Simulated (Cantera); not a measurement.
An isothermal, constant-pressure homogeneous reactor starts with CO : O₂ : H₂O : N₂ = 0.017 : 0.05 : 0.07 : 1 (molar parts), equivalence ratio 0.17, at 1123 K and 0.336 atm.

Model: GRI-Mech 3.0 (53 species, 325 reactions), integrated in Cantera.

x: mole fraction; the columns are a selection and need not sum to one.

```json
[
 {"t (s)": "9.00e-5", "x CO": "0.0150", "x O₂": "0.0440", "x H₂O": "0.0616", "x N₂O": "<1e-12", "x H₂O₂": "<1e-12", "x NO": "<1e-12"},
 {"t (s)": "0.000238", "x CO": "0.0150", "x O₂": "0.0440", "x H₂O": "0.0616", "x N₂O": "<1e-12", "x H₂O₂": "<1e-12", "x NO": "<1e-12"},
 {"t (s)": "0.000630", "x CO": "0.0150", "x O₂": "0.0440", "x H₂O": "0.0616", "x N₂O": "<1e-12", "x H₂O₂": "<1e-12", "x NO": "<1e-12"},
 {"t (s)": "0.00167", "x CO": "0.0150", "x O₂": "0.0440", "x H₂O": "0.0616", "x N₂O": "1.22e-12", "x H₂O₂": "1.01e-11", "x NO": "<1e-12"},
 {"t (s)": "0.00441", "x CO": "0.0140", "x O₂": "0.0434", "x H₂O": "0.0613", "x N₂O": "[?]", "x H₂O₂": "[?]", "x NO": "8.12e-10"},
 {"t (s)": "0.0117", "x CO": "0.00316", "x O₂": "0.0383", "x H₂O": "0.0616", "x N₂O": "6.89e-8", "x H₂O₂": "6.43e-7", "x NO": "5.23e-8"},
 {"t (s)": "0.0309", "x CO": "0.000495", "x O₂": "0.0370", "x H₂O": "0.0619", "x N₂O": "9.94e-8", "x H₂O₂": "2.86e-7", "x NO": "5.71e-8"},
 {"t (s)": "0.0816", "x CO": "6.94e-5", "x O₂": "0.0368", "x H₂O": "0.0620", "x N₂O": "1.12e-7", "x H₂O₂": "8.01e-8", "x NO": "5.69e-8"},
 {"t (s)": "0.216", "x CO": "8.56e-6", "x O₂": "0.0368", "x H₂O": "0.0620", "x N₂O": "1.17e-7", "x H₂O₂": "1.77e-8", "x NO": "5.71e-8"},
 {"t (s)": "0.571", "x CO": "8.86e-7", "x O₂": "0.0368", "x H₂O": "0.0620", "x N₂O": "1.18e-7", "x H₂O₂": "3.67e-9", "x NO": "5.76e-8"},
 {"t (s)": "1.51", "x CO": "[?]", "x O₂": "0.0368", "x H₂O": "0.0620", "x N₂O": "1.15e-7", "x H₂O₂": "8.66e-10", "x NO": "5.80e-8"},
 {"t (s)": "4.00", "x CO": "2.97e-9", "x O₂": "0.0368", "x H₂O": "0.0620", "x N₂O": "1.08e-7", "x H₂O₂": "2.63e-10", "x NO": "5.81e-8"}
]
```

Q: Fill in the missing entries.

A: 
- 0.00441, x N₂O: 4.74e-9
- 0.00441, x H₂O₂: 3.52e-7
- 1.51, x CO: 6.41e-8
